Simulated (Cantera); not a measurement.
**Chlorosilane synthesis and conversion: SiCl₄ + HCl + H₂**

Input: 1 mol SiCl₄, 0.68 mol HCl, 0.91 mol H₂, at 823 K and 100000 Pa.

Cantera equilibrium calculation (NASA polynomials, part measured and part estimated; ideal gas, pure solids and liquids). Candidate condensed phases: Si; 19 gas species. Kinetics and transport are ignored.

```json
{
 "x(SiCl₄)": "0.385",
 "x(H₂)": "0.351",
 "x(HCl)": "0.263",
 "x(SiHCl₃)": "0.000620",
 "x(SiCl₃)": "1.14e-6",
 "gas_amount": "2.590 mol",
 "log10 activity of Si(s) (absent)": "-8.86"
}
```
